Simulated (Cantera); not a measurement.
Input: 1 mol SiCl4, 0.032 mol HCl, 7.5 mol H2, equilibrated at 0.0100 bar.

Equilibrium computed with Cantera from the NASA thermochemical tables; the gas is ideal and each condensed phase is pure. Candidate condensed phases: Si; 19 gas species. The tables' values for SiCl3 are old estimates; treat these amounts as uncertain. Rates play no part.

log p: log10 of the partial pressure in bar; n: condensed amount in mol.

```csv
T (K),log p H2,log p HCl,log p SiCl4,log p SiCl2,log p SiHCl3,log p SiCl3,n Si(s)
948,-2.07,-3.63,-3.01,-5.11,-3.79,-4.82,0
1023,-2.07,-3.38,-3.04,-4.44,-3.81,-4.41,0.0224
1098,-2.09,[?],[?],[?],[?],-4.10,[?]
1173,-2.10,-2.99,-3.26,-3.52,-4.00,-3.89,0.0332
1248,-2.12,-2.86,-3.50,-3.25,-4.21,-3.80,0
1323,-2.14,-2.76,[?],[?],[?],-3.85,0
1398,-2.15,-2.71,-4.28,-3.05,-4.88,-3.98,0
```

Task: Fill in the missing entries.

Result: 
- 1323, log p SiCl4: -3.84
- 1323, log p SiCl2: -3.12
- 1323, log p SiHCl3: -4.52
- 1098, log p HCl: -3.16
- 1098, log p SiCl4: -3.12
- 1098, log p SiCl2: -3.93
- 1098, log p SiHCl3: -3.88
- 1098, n Si(s): 0.0435
